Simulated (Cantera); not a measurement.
Adiabatic ignition

An adiabatic, constant-volume homogeneous reactor starts with 2.37 % C2H4, 8.36 % O2, 83.6 % N2, 5.68 % H2O, at 1623 K and 3750 Torr.

Model: GRI-Mech 3.0 (53 species, 325 reactions), integrated in Cantera. GRI-Mech 3.0 was tuned for natural gas; its chemistry of ethylene as a main component is partial and can be far from experiment.

```
t (s)     T (K)  P (bar)  x C2H4    x O2   x H2O    x CO2      x CO     x HO2
--------  -----  -------  ------  ------  ------  -------  --------  --------
5.00e-6    1624     5.00  0.0230  0.0830  0.0569  2.48e-6  0.000250  0.000135
1.68e-5    2305     7.25  <1e-12  0.0217  0.0880   0.0284    0.0180   1.24e-5
5.62e-5    2515     7.81  <1e-12  0.0158  0.0973   0.0394   0.00760   4.24e-6
0.000189   2545     7.89  <1e-12  0.0147  0.0986   0.0414   0.00571   3.62e-6
0.000633   2543     7.88  <1e-12  0.0143  0.0987   0.0414   0.00571   3.53e-6
0.00212    2538     7.86  <1e-12  0.0134  0.0987   0.0413   0.00575   3.32e-6
0.00711    2531     7.84  <1e-12  0.0123  0.0988   0.0413   0.00580   3.07e-6
0.0239     2530     7.84  <1e-12  0.0121  0.0988   0.0413   0.00581   3.03e-6
0.0800     2530     7.84  <1e-12  0.0121  0.0988   0.0413   0.00581   3.03e-6
0.268      2530     7.84  <1e-12  0.0121  0.0988   0.0413   0.00581   3.03e-6
0.900      2530     7.84  <1e-12  0.0121  0.0988   0.0413   0.00581   3.03e-6
```
x: mole fraction; the columns are a selection and need not sum to one.

- time of steepest temperature rise: 8.96 µs
- temperature at 0.900 s: 2530 K
- equilibrium temperature: 2530 K
- x(C2H4) at 0.900 s: <1e-12 (gas-phase equilibrium <1e-12)
- x(O2) at 0.900 s: 0.0121 (gas-phase equilibrium 0.0121)
- x(H2O) at 0.900 s: 0.0988 (gas-phase equilibrium 0.0988)
